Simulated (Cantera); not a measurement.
Charge: 1 mol SiCl4, 0.75 mol NO, 97 mol N2, at 750 K and 27.0 mbar.

Equilibrium computed with Cantera from the NASA thermochemical tables; the gas is ideal and each condensed phase is pure. Candidate condensed phases: Si, SiO2, Si2N2O, Si3N4; 23 gas species. Equilibrium is a limit: real reactors are often held back by kinetics, nucleation or transport.

Q: What is the equilibrium state?

A: 
- x(N2) = 0.986
- x(Cl2) = 0.00759
- x(SiCl4) = 0.00633
- x(Cl) = 1.44e-6
- n(SiO2(α-quartz)) = 0.375 mol
- gas amount = 98.75 mol
- log10 activity of Si(s) (absent) = -35.61
